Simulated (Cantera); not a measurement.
Input: 1 mol Hg, 3.5 mol H2, equilibrated at 1223.15 K and 10000 Pa.

Equilibrium computed with Cantera from the NASA thermochemical tables; the gas is ideal and each condensed phase is pure. Candidate condensed phases: Hg; 3 gas species. Equilibrium is a limit: real reactors are often held back by kinetics, nucleation or transport.

Base state: H2 0.778, Hg 0.222 (mole fractions); condensed: gas only.

What changes in the equilibrium state with this change: Hg replaced by HgO?


```json
[
 {"species": "H2", "before": "0.778", "after": "0.556"},
 {"species": "H2O", "before": "0", "after": "0.222"},
 {"species": "Hg", "before": "0.222", "after": "0.222"}
]
```
Further candidate phases: H2O, HgO.
